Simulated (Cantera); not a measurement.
A Cantera script and its output.

```python
import numpy as np
import cantera as ct

gas = ct.Solution("gri30.yaml")
gas.TPX = 400, 100000, {'CO': 1.3, 'H2': 0.046, 'CH4': 0.033, 'O2': 0.421, 'N2': 1.58}
flame = ct.FreeFlame(gas, width=0.04)
flame.set_refine_criteria(ratio=3, slope=0.08, curve=0.16)
flame.transport_model = "mixture-averaged"
flame.solve(loglevel=0, auto=True)
z, T = flame.grid, flame.T
thick = (T[-1] - T[0]) / np.gradient(T, z).max()
show = ['CO', 'H2', 'CH4', 'CH3', 'NO', 'HCO']
print(f"laminar burning velocity  {flame.velocity[0] * 100:.3f} cm/s")
print(f"burnt temperature         {T[-1]:.1f} K")
print(f"thermal thickness         {thick * 1e3:.4f} mm")
print(f"grid points               {len(z)}")
z0 = z[flame.heat_release_rate.argmax()]
print(f"{'z/mm':>9s}{'T/K':>9s}{'u/(m/s)':>9s}" + "".join(f"{s:>11s}" for s in show))
rows = []
for k in (-3, -2, -1.5, -1, -0.5, -0.25, 0, 0.25, 0.5, 1, 2, 4, 8):
    zz = z0 + k * thick
    rows.append([k * thick, np.interp(zz, z, T), np.interp(zz, z, flame.velocity),
                 *(np.interp(zz, z, flame.X[gas.species_index(s)]) for s in show)])
    print(f"{rows[-1][0] * 1e3:9.3f}{rows[-1][1]:9.1f}{rows[-1][2]:9.3f}" + "".join(f"{x:11.3e}" for x in rows[-1][3:]))
```

Output:

```
laminar burning velocity  111.639 cm/s
burnt temperature         2293.9 K
thermal thickness         0.5224 mm
grid points               132
     z/mm      T/K  u/(m/s)         CO         H2        CH4        CH3         NO        HCO
   -1.567    400.0    1.116  3.846e-01  1.361e-02  9.763e-03  2.593e-14  1.270e-15  5.654e-21
   -1.045    400.0    1.116  3.846e-01  1.361e-02  9.763e-03  1.912e-12  1.153e-13  1.384e-18
   -0.784    400.0    1.116  3.846e-01  1.360e-02  9.763e-03  1.445e-11  1.015e-12  2.001e-17
   -0.522    400.3    1.117  3.846e-01  1.359e-02  9.763e-03  2.794e-10  2.650e-11  3.602e-15
   -0.261    433.8    1.210  3.836e-01  1.349e-02  9.672e-03  1.957e-07  6.417e-09  2.872e-09
   -0.131    741.2    2.059  3.693e-01  1.300e-02  8.250e-03  1.145e-05  2.314e-07  8.169e-07
    0.000   1195.1    3.279  3.357e-01  1.002e-02  2.551e-03  6.034e-05  1.892e-06  8.324e-06
    0.131   1468.5    3.951  2.902e-01  5.542e-03  6.913e-05  4.804e-06  6.935e-06  2.582e-06
    0.261   1612.1    4.264  2.582e-01  4.505e-03  5.004e-07  5.721e-08  1.407e-05  1.252e-06
    0.522   1763.0    4.587  2.350e-01  5.095e-03  7.618e-11  1.491e-11  2.695e-05  9.510e-07
    1.045   1904.2    4.904  2.279e-01  5.493e-03  9.389e-15  5.571e-14  4.338e-05  6.541e-07
    2.089   2036.5    5.198  2.223e-01  5.427e-03  2.147e-15  1.976e-14  6.215e-05  4.005e-07
    4.179   2145.7    5.433  2.160e-01  5.220e-03  9.416e-16  9.630e-15  8.582e-05  2.311e-07
```

Detailed kinetics in Cantera: GRI-Mech 3.0 (53 species, 325 reactions). Burning velocities carry a grid error of a few per cent, more on coarse grids.
